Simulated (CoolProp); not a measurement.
Vapour-liquid equilibrium of R22 (1) + R113 (2) at 617 kPa; x and y are mole fractions of (1).

Values from CoolProp's multi-fluid Helmholtz-energy mixture model, Kamei 1995 and Marx 1992; pair parameters Bell 2016.

| x | bubble temperature (K) | y at the bubble point | dew temperature at overall composition x (K) | liquid density (mol/L) |
|---|---|---|---|---|
| 0.05 | 372.3 | 0.304 | 386.1 | 7.451 |
| 0.15 | 345.2 | 0.667 | 381.0 | 8.191 |
| 0.25 | 326.2 | 0.825 | 375.5 | 8.863 |
| 0.35 | 313.3 | 0.897 | 369.5 | 9.498 |
| 0.45 | 304.3 | 0.934 | 362.9 | 10.13 |
| 0.55 | 297.8 | 0.955 | 355.5 | 10.78 |
| 0.65 | 292.9 | 0.969 | 346.9 | 11.46 |
| 0.75 | 288.8 | 0.979 | 336.3 | 12.22 |
| 0.85 | 285.1 | 0.988 | 322.2 | 13.06 |
| 0.95 | 281.6 | 0.996 | 299.5 | 14.01 |

No azeotrope shows between x = 0.05 and 0.95.

Pair parameters are fitted to limited data, so mixtures are less certain than the pure fluids. The gap from Raoult's law changes sign with composition, which may be real or a fault of the pair parameters; it wasn't checked against measurements.
